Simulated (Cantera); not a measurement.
A jet of 1.52 % H₂, 5.86 % O₂, 92.6 % N₂ at 300 K and 165 Torr hits a platinum plate 9.4 cm away at a mass flux of 0.089 kg/m²/s; the plate temperature is set and raised in steps from an oxygen-covered start.

Cantera simulation using Deutschmann's 1995 Pt surface mechanism with GRI-Mech 3.0 gas chemistry; the numbers are that mechanism's predictions, not measurements. Catalytic surfaces can have several steady states; this one follows from the mechanism file's or the stated starting coverage.

x: mole fraction at the wall; θ: surface coverage.

```csv
plate T (K),wall x H₂,wall x O₂,wall x H₂O,wall x OH,θ free Pt,θ O*,θ OH*
600,0.000895,0.0431,0.0280,<1e-8,0.0342,0.960,0.00617
650,0.000879,0.0431,0.0279,<1e-8,0.0364,0.959,0.00416
700,___,0.0431,0.0279,<1e-8,0.0423,0.955,0.00310
750,___,0.0429,0.0281,<1e-8,0.0601,0.937,0.00266
800,___,0.0427,0.0284,<1e-8,0.0947,0.903,0.00247
```

**Question.** Fill in the missing entries.

**Answer.** 
- 700, wall x H₂: 0.000791
- 750, wall x H₂: 0.000584
- 800, wall x H₂: 0.000392
